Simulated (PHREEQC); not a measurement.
Dissolve 0.018 mol ZnCl2, 0.0023 mol H3BO3 and 0.21 mol NiCl2 per kg of water at 25 °C. Closed to the air; pH follows from the charge balance.

The numbers come from PHREEQC with the ion-association model, wateq4f.dat.

No solid was allowed to form.

### Question
What pH, activity of water, ionic strength does the model give?

### Answer
pH 5.26; activity of water 0.990; ionic strength 0.541 mol/kgw.

### Question
In which forms is Cl present?

### Answer
Cl- 82 %, NiCl2 9.0 %, NiCl+ 8.0 %, ZnCl+ 0.7 % of the Cl.

Complexes and solids missing from the database can't appear.
